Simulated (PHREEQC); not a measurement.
# Acid rinse or clean

Solution (20 °C): 0.0068 mol HBr and 0.12 mol CaCl2 per kg of water. It is in equilibrium with CO2 at log p = -3.5 (atm). Otherwise closed; pH follows from the charge balance.

Computed with PHREEQC (ion-association model, phreeqc.dat).

Precipitation was switched off in this run.

Estimate the pH, activity of water, density.

pH 2.28; activity of water 0.994; density 1.009 g/cm³.
